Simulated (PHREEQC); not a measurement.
Solution A (0.015 mol/kgw Ag2SO4) is mixed with solution B (8.4 mmol/kgw Mn(NO3)2) at 30 °C; shares are by mass of water, 1 kg in all. No oxygen is let in. The system is closed to CO2. Precipitation was switched off in this run.

Model: ion-association model, wateq4f.dat, run in PHREEQC.

```json
[
 {"share of solution B": "0", "pH": "6.84", "Mn+2 (mol/kgw)": "0", "Ag+ (mol/kgw)": "0.0268", "SO4-2 (mol/kgw)": "0.0118", "AgSO4- (mol/kgw)": "0.00318", "MnSO4 (mol/kgw)": "0"},
 {"share of solution B": "0.1", "pH": "?", "Mn+2 (mol/kgw)": "0.000549", "Ag+ (mol/kgw)": "0.0244", "SO4-2 (mol/kgw)": "0.0106", "AgSO4- (mol/kgw)": "0.00262", "MnSO4 (mol/kgw)": "0.000291"},
 {"share of solution B": "0.2", "pH": "6.73", "Mn+2 (mol/kgw)": "0.00113", "Ag+ (mol/kgw)": "0.0219", "SO4-2 (mol/kgw)": "0.00935", "AgSO4- (mol/kgw)": "0.00211", "MnSO4 (mol/kgw)": "0.000547"},
 {"share of solution B": "0.4", "pH": "6.62", "Mn+2 (mol/kgw)": "0.00244", "Ag+ (mol/kgw)": "0.0167", "SO4-2 (mol/kgw)": "0.00686", "AgSO4- (mol/kgw)": "0.00122", "MnSO4 (mol/kgw)": "0.000916"},
 {"share of solution B": "0.5", "pH": "?", "Mn+2 (mol/kgw)": "0.00319", "Ag+ (mol/kgw)": "0.0141", "SO4-2 (mol/kgw)": "0.00564", "AgSO4- (mol/kgw)": "0.000856", "MnSO4 (mol/kgw)": "0.00101"},
 {"share of solution B": "0.6", "pH": "6.53", "Mn+2 (mol/kgw)": "0.00402", "Ag+ (mol/kgw)": "0.0114", "SO4-2 (mol/kgw)": "0.00443", "AgSO4- (mol/kgw)": "0.000550", "MnSO4 (mol/kgw)": "0.00102"},
 {"share of solution B": "0.8", "pH": "6.44", "Mn+2 (mol/kgw)": "0.00597", "Ag+ (mol/kgw)": "0.00583", "SO4-2 (mol/kgw)": "0.00211", "AgSO4- (mol/kgw)": "0.000137", "MnSO4 (mol/kgw)": "0.000750"},
 {"share of solution B": "0.9", "pH": "?", "Mn+2 (mol/kgw)": "0.00712", "Ag+ (mol/kgw)": "0.00295", "SO4-2 (mol/kgw)": "0.00103", "AgSO4- (mol/kgw)": "3.38e-5", "MnSO4 (mol/kgw)": "0.000439"},
 {"share of solution B": "1", "pH": "6.35", "Mn+2 (mol/kgw)": "0.00840", "Ag+ (mol/kgw)": "0", "SO4-2 (mol/kgw)": "0", "AgSO4- (mol/kgw)": "0", "MnSO4 (mol/kgw)": "0"}
]
```

**Question.** Some entries are withheld; supply them.

**Answer.** 
- 0.1, pH: 6.78
- 0.5, pH: 6.58
- 0.9, pH: 6.39
